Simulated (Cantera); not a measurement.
Catalytic stagnation flow on Pt

A jet of 3.87 % H2, 13.6 % O2, 82.5 % N2 at 300 K and 7900 Pa hits a platinum plate 8 cm away at a mass flux of 0.074 kg/m²/s; the plate temperature is set and raised in steps from an oxygen-covered start.

Computed with Cantera and Deutschmann's 1995 Pt surface mechanism with GRI-Mech 3.0 gas chemistry. Catalytic surfaces can have several steady states; this one follows from the mechanism file's or the stated starting coverage.

```csv
plate T (K),wall x H2,wall x O2,wall x H2O,wall x OH,θ free Pt,θ O*,θ OH*
700,0.00342,0.0979,0.0683,<1e-8,0.0679,0.928,0.00364
750,0.00300,0.0975,0.0688,<1e-8,0.0815,0.916,0.00288
800,0.00231,0.0969,0.0698,<1e-8,0.112,0.886,0.00251
850,0.00171,0.0963,0.0706,1.82e-8,0.159,0.839,0.00228
900,0.00130,0.0960,0.0711,5.80e-8,0.216,0.781,0.00205
950,0.00104,0.0958,0.0713,1.59e-7,0.281,0.718,0.00183
```
x: mole fraction at the wall; θ: surface coverage.
